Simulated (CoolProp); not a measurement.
Vapour-liquid equilibrium of cyclohexane (1) + benzene (2) at 0.359 bar; x and y are mole fractions of (1).

Values from CoolProp's multi-fluid Helmholtz-energy mixture model, Zhou 2014 and Thol 2012; pair parameters Bell 2016.

**Question.** Give the bubble temperature and the first vapour's composition at x = 0.35, 0.65, 0.95. Is there an azeotrope?

**Answer.** x = 0.35: 320.1 K, y = 0.377; x = 0.65: 320.2 K, y = 0.617; x = 0.95: 322.3 K, y = 0.930. y crosses x between x = 0.35 and 0.5: the model has an azeotrope there.

The pair parameters rest on a limited set of measurements; away from them the model extrapolates.
